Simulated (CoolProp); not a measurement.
Vapour-liquid equilibrium of n-hexane (1) + ethylbenzene (2) at 330.7 K; x and y are mole fractions of (1).

Computed with CoolProp (multi-fluid Helmholtz-energy mixture model, Thol 2019 and Zhou 2012; pair parameters Bell 2016).

| x | bubble pressure, mixture model (bar) | bubble pressure, Raoult's law (bar) | y, mixture model | y, Raoult's law |
|---|---|---|---|---|
| 0.05 | 0.1128 | 0.09825 | 0.438 | 0.358 |
| 0.15 | 0.1957 | 0.1620 | 0.706 | 0.652 |
| 0.25 | 0.2682 | 0.2257 | 0.806 | 0.779 |
| 0.35 | 0.3330 | 0.2894 | 0.860 | 0.851 |
| 0.45 | 0.3926 | 0.3532 | 0.896 | 0.897 |
| 0.55 | 0.4490 | 0.4169 | 0.922 | 0.928 |
| 0.65 | 0.5037 | 0.4806 | 0.943 | 0.952 |
| 0.75 | 0.5584 | 0.5443 | 0.961 | 0.970 |
| 0.85 | 0.6144 | 0.6081 | 0.977 | 0.984 |
| 0.95 | 0.6730 | 0.6718 | 0.992 | 0.995 |

The largest gap from Raoult's law is +20.8 % in bubble pressure, at x = 0.15. No azeotrope shows between x = 0.05 and 0.95.

The pair parameters rest on a limited set of measurements; away from them the model extrapolates.
